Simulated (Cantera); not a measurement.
Transport properties of process gases

Gas mixture: 50.8 % NH3, 27.7 % C2H4, 9.74 % C2H6, 11.8 % CH3OH, at 0.133 bar, frozen composition.

Cantera's kinetic-theory transport with the Lennard-Jones parameters of GRI-Mech 3.0, ideal gas; thermal conductivity in the multicomponent form. Polar gases are described roughly by these parameters. The composition is frozen, though it would react at the higher temperatures.

```tsv
T (K)	ρ (kg/m³)	cp (J/kg/K)	μ (µPa s)	λ (mW/m/K)	Pr	D (cm²/s) OH	D (cm²/s) CO2	D (cm²/s) C2H2
400	0.0927	2016	13.5	38.0	0.717	3.67	1.76	1.86
550	0.0674	2436	18.3	61.5	0.726	6.48	3.22	3.38
700	0.0530	2796	22.8	87.1	0.732	9.86	5.02	5.25
850	0.0436	3080	26.9	113	0.736	13.8	7.13	7.43
1000	0.0371	3342	30.8	139	0.738	18.2	9.51	9.88
1150	0.0322	3552	34.4	165	0.740	23.0	12.1	12.6
```
D: mixture-averaged diffusion coefficient of that species in the mixture.
